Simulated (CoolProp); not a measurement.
Toluene along the isobar 6.01 MPa: Z from the reference equation and from simpler models built on Tc = 591.7 K, pc = 4.126 MPa, ω = 0.266; each cubic takes its own stable root.

Computed with CoolProp (reference Helmholtz-energy equation of state, Lemmon 2006). It is a short technical equation, of lower accuracy than the large ones.

```csv
T (K),phase,reference,van der Waals,Redlich-Kwong,Soave-Redlich-Kwong,Peng-Robinson
475.2,liquid,0.2032,0.3284,0.2368,0.2280,0.2018
487.3,liquid,0.2025,0.3261,0.2370,0.2281,0.2019
499.4,liquid,0.2023,0.3245,0.2377,0.2289,0.2027
511.4,liquid,0.2025,0.3235,0.2392,0.2304,0.2041
523.5,liquid,0.2033,0.3233,0.2415,0.2329,0.2065
535.5,liquid,0.2048,0.3238,0.2447,0.2365,0.2099
547.6,liquid,0.2072,0.3252,0.2491,0.2414,0.2147
559.7,liquid,0.2108,0.3277,0.2550,0.2483,0.2212
571.7,liquid,0.2160,0.3315,0.2629,0.2577,0.2303
583.8,liquid,0.2236,0.3370,0.2737,0.2710,0.2434
595.9,supercritical,0.2356,0.3449,0.2889,0.2908,0.2630
607.9,supercritical,0.2561,0.3559,0.3111,0.3221,0.2944
620,supercritical,0.3008,0.3719,0.3460,0.3761,0.3491
```
